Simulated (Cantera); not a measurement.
A Cantera script and what it prints.

```python
import numpy as np
import cantera as ct

gas_names = [...]  # 96 gases of nasa_gas.yaml made of C, Cl, H, Ti
cond_names = """
    C(gr) C6H6(L) C7H8(L) C8H18(L),n-octa Ti(a) Ti(b) Ti(L) TiC(s) TiC(L) TiCL2(s) TiCL3(s) TiCL4(L)
""".split()


# ... load() reads the species with a 1 bar reference pressure and builds the phases ...
atoms = {
    'TiCl4': {'Ti': 1, 'CL': 4},
    'C3H8': {'C': 3, 'H': 8},
    'H2': {'H': 2},
}
top_T = {'C(gr)': 4500, 'TiCL2(s)': 1300, 'TiCL3(s)': 1000}  # K; cautious upper limits of use, not melting points


# ... equilibrate(T, P, feed) seeds the gas with the atoms and calls Mixture.equilibrate('TP', solver="vcs", rtol=1e-11, max_steps=5000) ...
results = []
T = 1298.15  # K
P = 10000  # Pa
for m in [4.2, 11, 18, 25, 31, 38, 45, 52]:
    feed = {'TiCl4': 1, 'C3H8': 2.9, 'H2': m}  # mol
    mix = equilibrate(T, P, feed)
    results.append((T, P, feed, dict(zip(mix.species_names, mix.species_moles))))

top = {s: max(r[3][s] / sum(r[3][g] for g in gas_names) for r in results) for s in gas_names}
cols = sorted((s for s in top if top[s] > 1e-06), key=lambda s: -top[s])[:6]
seen = [c for c in cond_names if any(r[3].get(c, 0) > 1e-12 for r in results)]
print("log10 of partial pressures in bar; condensed amounts in mol")
print(f"{'n(H2)':>10s}" + "".join(f"{s[:9]:>10s}" for s in cols + seen))
for T, P, feed, n in results:
    ng = sum(n[g] for g in gas_names)
    print(f"{feed['H2']:10.4g}" + "".join(f"{np.log10(max(n[s] / ng * P / 1e5, 1e-99)):10.3f}" for s in cols)
          + "".join(f"{n.get(c, 0):10.4g}" for c in seen))
```

It prints:

```
log10 of partial pressures in bar; condensed amounts in mol
     n(H2)        H2       HCL     TiCL4     TiCL3       CH4         H     C(gr)    TiC(s)
       4.2    -1.102    -1.693    -3.470    -3.502    -4.304    -6.520     7.807    0.8843
        11    -1.075    -1.809    -3.993    -3.894    -4.248    -6.506     7.742    0.9437
        18    -1.058    -1.909    -4.423    -4.217    -4.215    -6.498     7.712    0.9689
        25    -1.047    -1.991    -4.775    -4.480    -4.194    -6.493     7.695    0.9807
        31    -1.041    -2.052    -5.030    -4.672    -4.181    -6.489     7.684    0.9863
        38    -1.035    -2.114    -5.289    -4.866    -4.170    -6.487     7.675    0.9903
        45    -1.031    -2.168    -5.515    -5.036    -4.161    -6.484     7.667    0.9928
        52    -1.028    -2.216    -5.715    -5.186    -4.154    -6.483      7.66    0.9945
```

Method: chemical equilibrium by Gibbs-energy minimisation in Cantera with the NASA 1993 tables (ideal gas, pure condensed phases). TiC: taken at fixed stoichiometry.
